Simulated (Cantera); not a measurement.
An isothermal, constant-pressure homogeneous reactor starts with 8.65 % H2, 4.81 % O2, 86.5 % N2, at 1198 K and 0.430 bar.

Detailed kinetics in Cantera: the H2/O2 subset of GRI-Mech 3.0, which has no nitrogen chemistry. The temperature is held fixed by assumption; the heat of reaction is taken as removed at once.

x: mole fraction; the columns are a selection and need not sum to one.

```csv
t (s),x H2,x O2,x OH,x H,x HO2
3.00e-6,0.0865,0.0481,1.17e-11,3.50e-10,3.58e-10
1.09e-5,0.0865,0.0481,8.51e-11,1.44e-9,[?]
3.98e-5,0.0865,0.0481,8.93e-10,1.24e-8,[?]
0.000145,0.0865,0.0481,2.47e-7,3.33e-6,[?]
0.000529,0.0103,0.0134,0.00143,0.0214,[?]
0.00193,0.00315,0.00678,0.000547,0.00220,[?]
0.00703,0.000527,0.00524,0.000183,0.000117,[?]
0.0256,5.13e-5,0.00504,5.42e-5,3.34e-6,[?]
0.0933,4.71e-6,0.00502,1.76e-5,1.04e-7,[?]
0.340,6.36e-7,0.00502,7.00e-6,5.86e-9,[?]
1.24,1.31e-7,0.00502,3.28e-6,5.84e-10,[?]
4.52,3.92e-8,0.00502,1.79e-6,9.74e-11,7.11e-10
16.5,2.43e-8,0.00502,1.36e-6,4.64e-11,6.16e-10
60.0,2.39e-8,0.00502,1.35e-6,4.51e-11,6.14e-10
```

**Question.** Complete the blanks.

**Answer.** 
- 1.09e-5, x HO2: 1.32e-9
- 3.98e-5, x HO2: 5.33e-9
- 0.000145, x HO2: 2.49e-7
- 0.000529, x HO2: 4.18e-6
- 0.00193, x HO2: 2.27e-6
- 0.00703, x HO2: 1.40e-6
- 0.0256, x HO2: 4.11e-7
- 0.0933, x HO2: 5.12e-8
- 0.340, x HO2: 7.39e-9
- 1.24, x HO2: 1.63e-9
